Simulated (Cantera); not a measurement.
A Cantera script and its output.

```python
import numpy as np
import cantera as ct

gas = ct.Solution("SiF4_NH3_mec.yaml", "gas")
gas.TPX = 2325, 1100, {'NH3': 1, 'H2': 0.13}
reactor = ct.IdealGasConstPressureReactor(gas, energy="off", clone=False)
net = ct.ReactorNet([reactor])
net.rtol, net.atol = 1e-08, 1e-18
show = ['NH3', 'H2', 'N2H4', 'N2H2', 'H']
times = np.geomspace(2e-05, 200, 12)

steps = ct.SolutionArray(gas, extra=["t"])
rows = []
print(f"{'t/s':>10s}{'T/K':>9s}{'P/Pa':>11s}" + "".join(f"{s:>11s}" for s in show))
for t in times:
    while net.time < t:
        t_next = net.step()
        steps.append(gas.state, t=t_next)
    rows.append([np.interp(t, steps.t, y) for y in (steps.T, steps.P, *steps(*show).X.T)])
    print(f"{t:10.3e}{rows[-1][0]:9.1f}{rows[-1][1]:11.4g}" + "".join(f"{x:11.3e}" for x in rows[-1][2:]))
rate = np.gradient(steps.T, steps.t)
print("integrator steps:", len(steps.t))
if steps.T.max() > steps.T[0] + 200:
    print(f"time of steepest temperature rise: {steps.t[rate.argmax()]:.4e} s")
gas.TPX = 2325, 1100, {'NH3': 1, 'H2': 0.13}
gas.equilibrate("TP")
print(f"equilibrium (TP): T = {gas.T:.1f} K  " + "  ".join(f"{s} {gas[s].X[0]:.3e}" for s in show))
```

It prints:

```
       t/s      T/K       P/Pa        NH3         H2       N2H4       N2H2          H
 2.000e-05   2325.0       1100  8.848e-01  1.151e-01  2.831e-12  8.518e-10  8.206e-06
 8.658e-05   2325.0       1100  8.844e-01  1.152e-01  6.458e-11  4.435e-08  1.941e-05
 3.748e-04   2325.0       1100  8.827e-01  1.157e-01  1.216e-09  1.630e-06  6.743e-05
 1.622e-03   2325.0       1100  8.726e-01  1.208e-01  1.309e-08  3.043e-05  2.275e-04
 7.022e-03   2325.0       1100  8.138e-01  1.636e-01  1.543e-08  3.943e-05  3.543e-04
 3.040e-02   2325.0       1100  6.102e-01  3.137e-01  9.198e-09  2.496e-05  6.825e-04
 1.316e-01   2325.0       1100  2.223e-01  5.992e-01  2.083e-09  6.545e-06  1.679e-03
 5.696e-01   2325.0       1100  7.854e-03  7.539e-01  2.203e-11  1.612e-07  6.125e-03
 2.466e+00   2325.0       1100  4.167e-07  7.102e-01  7.106e-18  2.868e-13  6.241e-02
 1.067e+01   2325.0       1100  3.903e-08  6.880e-01  1.336e-19  3.001e-14  8.755e-02
 4.620e+01   2325.0       1100  3.773e-08  6.880e-01  1.252e-19  2.966e-14  8.757e-02
 2.000e+02   2325.0       1100  3.773e-08  6.880e-01  1.252e-19  2.966e-14  8.757e-02
integrator steps: 2258
equilibrium (TP): T = 2325.0 K  NH3 3.773e-08  H2 6.880e-01  N2H4 1.252e-19  N2H2 2.966e-14  H 8.757e-02
```

Model: the gas-phase N/H chemistry of the illustrative SiF4/NH3 mechanism in the Surface Chemkin manual (1991), integrated in Cantera. Walls and surfaces, which speed up NH3 decomposition in real reactors, are not modelled.
